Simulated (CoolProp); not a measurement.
c-C4F8 (RC318) along the isotherm 397.6 K: fugacity coefficient from the reference equation and from simpler models built on Tc = 388.4 K, pc = 2.778 MPa, ω = 0.355; each cubic takes its own stable root.

Model: reference Helmholtz-energy equation of state, Platzer 1990, in CoolProp. This equation is an older, rougher fit; its heat capacities, sound speeds and derivatives of the liquid may be far off and weren't checked against measurements.

```
p (MPa)          phase  reference
-------  -------------  ---------
0.0132             gas     0.9986
0.0222             gas     0.9976
0.0375             gas     0.9959
0.0633             gas     0.9931
0.107              gas     0.9883
0.18               gas     0.9804
0.304              gas     0.9669
0.514              gas     0.9443
0.867              gas     0.9064
1.46               gas     0.8432
2.47               gas     0.7349
4.17     supercritical     0.5376
```

How far does each simpler model (Redlich-Kwong, Soave-Redlich-Kwong) lie from the reference over these 12 states: mean and median of the absolute difference, and the worst?


- Redlich-Kwong: mean 0.3 %, median 0.1 %, worst -1.0 % at 397.6 K and 2.47 MPa
- Soave-Redlich-Kwong: mean 0.2 %, median 0.1 %, worst +1.3 % at 397.6 K and 4.17 MPa
